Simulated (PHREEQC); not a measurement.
A solution holds 0.45 mol CuSO4, 0.12 mol HNO3 and 0.014 mol NaCl per kg of water, at 15 °C and 50 atm. Closed to the air; pH follows from the charge balance.

The numbers come from PHREEQC with the ion-association model, phreeqc.dat.

Q: The ionic strength comes out as 0.954 mol/kgw. What activity coefficients do NaSO4-, H+, HSO4-, Cl-, Cu+2 get?

A: NaSO4- 0.66, H+ 0.75, HSO4- 0.79, Cl- 0.62, Cu+2 0.21.

No solid was allowed to form. Ionic strength above about 0.7 mol/kgw puts this run outside the model's range. Species that the database lacks are ignored. Under pressure, the constants of complexes without a molar volume in the database are unreliable.
